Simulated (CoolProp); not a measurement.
Saturation properties of n-nonane.

Computed with CoolProp (reference Helmholtz-energy equation of state, Lemmon 2006). It is a short technical equation, of lower accuracy than the large ones.

| T (K) | p (kPa) | enthalpy of vaporisation (kJ/kg) | liquid cp (kJ/(kg K)) | surface tension (mN/m) | liquid viscosity (µPa s) | vapour viscosity (µPa s) |
|---|---|---|---|---|---|---|
| 307.6 | 1.030 | 357.2 | 2.243 | 21.5 | 582 | 5.61 |
| 341.1 | 5.759 | 338.3 | 2.375 | 18.4 | 409 | 6.19 |
| 374.6 | 22.19 | 319.1 | 2.515 | 15.4 | 305 | 6.75 |
| 408 | 65.17 | 298.8 | 2.661 | 12.5 | 235 | 7.31 |
| 441.5 | 157.9 | 276.6 | 2.814 | 9.72 | 184 | 7.86 |
| 475 | 330.5 | 251.1 | 2.978 | 7.12 | 143 | 8.44 |
| 508.5 | 620.0 | 220.6 | 3.169 | 4.70 | 111 | 9.13 |
| 541.9 | 1070 | 181.2 | 3.442 | 2.53 | 82.1 | 10.1 |

It boils at 423.9 K under 1 atm.

Viscosity comes from a separate model (Huber 2004). Surface tension comes from a separate correlation (Mulero 2012).
